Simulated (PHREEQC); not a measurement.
Make-up at 25 °C: 0.14 mol/kgw Cu(NO3)2 and 0.0029 mol/kgw HCl. Closed to the air; pH follows from the charge balance.

The numbers come from PHREEQC with the ion-association model, phreeqc.dat.

The pH comes out as 2.65 and the ionic strength is 0.422 mol/kgw. The activity of water comes out as 0.993, the specific conductance is 23500 µS/cm and the density is 1.018 g/cm³. The total alkalinity is -2.90 meq/kg.

```json
[
 {"species": "NO3-", "molality": "0.280", "activity": "0.176", "log γ": "-0.202"},
 {"species": "Cu+2", "molality": "0.140", "activity": "0.0367", "log γ": "-0.581"},
 {"species": "H+", "molality": "0.00290", "activity": "0.00223", "log γ": "-0.113"},
 {"species": "Cl-", "molality": "0.00264", "activity": "0.00175", "log γ": "-0.180"},
 {"species": "CuCl+", "molality": "0.000260", "activity": "0.000172", "log γ": "-0.179"},
 {"species": "CuOH+", "molality": "2.46e-7", "activity": "1.63e-7", "log γ": "-0.179"},
 {"species": "CuCl2", "molality": "1.46e-7", "activity": "1.62e-7", "log γ": "0.042"},
 {"species": "Cu2(OH)2+2", "molality": "4.07e-8", "activity": "1.16e-8", "log γ": "-0.545"}
]
```

This is a speciation only: nothing precipitates in the calculation.
